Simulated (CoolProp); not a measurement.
Vapour-liquid equilibrium of n-hexane (1) + toluene (2) at 138.95 °C; x and y are mole fractions of (1).

Model: multi-fluid Helmholtz-energy mixture model, Thol 2019 and Lemmon 2006; pair parameters Bell 2016, in CoolProp.

| x | bubble pressure, mixture model (MPa) | bubble pressure, Raoult's law (MPa) | y, mixture model | y, Raoult's law |
|---|---|---|---|---|
| 0.05 | 0.2410 | 0.2322 | 0.152 | 0.130 |
| 0.125 | 0.2797 | 0.2615 | 0.315 | 0.288 |
| 0.2 | 0.3148 | 0.2908 | 0.431 | 0.415 |
| 0.275 | 0.3471 | 0.3201 | 0.521 | 0.518 |
| 0.35 | 0.3772 | 0.3495 | 0.594 | 0.604 |
| 0.425 | 0.4057 | 0.3788 | 0.656 | 0.677 |
| 0.5 | 0.4328 | 0.4081 | 0.711 | 0.739 |
| 0.575 | 0.4592 | 0.4374 | 0.760 | 0.793 |
| 0.65 | 0.4849 | 0.4667 | 0.806 | 0.840 |
| 0.725 | 0.5103 | 0.4960 | 0.849 | 0.882 |
| 0.8 | 0.5356 | 0.5253 | 0.891 | 0.919 |
| 0.875 | 0.5609 | 0.5546 | 0.932 | 0.952 |
| 0.95 | 0.5864 | 0.5839 | 0.973 | 0.982 |

The largest gap from Raoult's law is +8.4 % in bubble pressure, at x = 0.275. No azeotrope shows between x = 0.05 and 0.95.

Pair parameters are fitted to limited data, so mixtures are less certain than the pure fluids.
